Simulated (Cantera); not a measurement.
Charge: 1 mol Fe3O4, 2.2 mol CO, 0.84 mol H2, at 5.40 mbar.

These are equilibrium values from Cantera (NASA tables, ideal gas, pure condensed phases), not measurements of a reactor. Candidate condensed phases: C, C6H6, C7H8, C8H18, Fe, Fe(CO)5, FeO, Fe(OH)2, Fe(OH)3, Fe2O3, Fe3O4, H2O; 114 gas species. The tables' stoichiometric FeO is somewhat more stable than real wüstite, so its field is too wide. FeO: taken at fixed stoichiometry. Equilibrium is a limit: real reactors are often held back by kinetics, nucleation or transport. All values below are at 1098 K.

Base state: CO 0.486, CO2 0.238, H2 0.185, H2O 0.0912 (mole fractions); condensed: FeO(s).

Question: What changes in the equilibrium state with this change: H2 from 0.84 to 5 mol?

Answer: 
```
species      before   after
-----------  ------  ------
H2            0.185   0.567
CO            0.486   0.250
H2O          0.0912   0.128
CO2           0.238  0.0558
FeO(s), mol    3.00    2.68
Fe(α), mol        0   0.321
```
Mutual solubility and eutectic melting of coexisting phases are not modelled.
